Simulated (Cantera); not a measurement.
Feed: 1 mol N2O, 0.6 mol H2O, 1 mol O2, held at 1.50 bar.

These are equilibrium values from Cantera (NASA tables, ideal gas, pure condensed phases), not measurements of a reactor. Candidate condensed phases: H2O; 24 gas species. Equilibrium is a limit: real reactors are often held back by kinetics, nucleation or transport.

log p: log10 of the partial pressure in bar; nothing condenses.

```csv
T (°C),log p O2,log p N2,log p H2O,log p OH,log p O,log p NO,log p H
1725,-0.14,-0.32,-0.54,-2.33,-3.25,-1.96,-4.80
1800,-0.15,-0.32,-0.54,-2.18,-3.01,-1.87,-4.47
1875,-0.15,-0.32,-0.55,-2.04,-2.79,-1.80,-4.16
1950,-0.15,-0.33,-0.55,-1.90,-2.58,-1.72,-3.87
2025,-0.15,-0.33,-0.55,-1.78,-2.38,-1.65,-3.60
2100,-0.15,-0.33,-0.56,-1.67,-2.20,-1.59,-3.35
2175,-0.16,-0.33,-0.56,___,___,___,___
2250,-0.16,-0.34,-0.57,-1.47,-1.87,-1.48,-2.89
2325,-0.17,-0.34,-0.58,-1.38,-1.72,-1.43,-2.68
2400,-0.18,-0.34,-0.60,-1.29,-1.58,-1.38,-2.49
2475,-0.18,-0.35,-0.61,-1.22,-1.45,-1.34,-2.30
2550,-0.19,-0.35,-0.63,___,___,-1.30,___
2625,-0.21,-0.36,-0.65,-1.08,-1.21,-1.27,-1.97
2700,-0.22,-0.37,-0.68,-1.03,-1.10,-1.24,-1.82
```

Task: Fill in the missing entries.

Result: 
- 2175, log p OH: -1.56
- 2175, log p O: -2.03
- 2175, log p NO: -1.53
- 2175, log p H: -3.11
- 2550, log p OH: -1.15
- 2550, log p O: -1.32
- 2550, log p H: -2.13
